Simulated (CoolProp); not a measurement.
The numbers come from the reference Helmholtz-energy equation of state, Lemmon 2006 in CoolProp. It is a short technical equation, of lower accuracy than the large ones.

Question: For C2F6 (R116), give the phase and the viscosity (µPa s), Prandtl number, fugacity coefficient at -76.95 °C and 7.26 bar; 77.95 °C and 7.26 bar.

Answer: 
- -76.95 °C and 7.26 bar: liquid; viscosity 419, Prandtl number 5.20, fugacity coefficient 0.146
- 77.95 °C and 7.26 bar: gas; viscosity 16.8, Prandtl number 0.765, fugacity coefficient 0.958

Viscosity comes from a separate model (Huber 2003), an estimate that may be off by 10 % or more. Thermal conductivity comes from a separate model (Huber 2003), an estimate that may be off by 10 % or more.
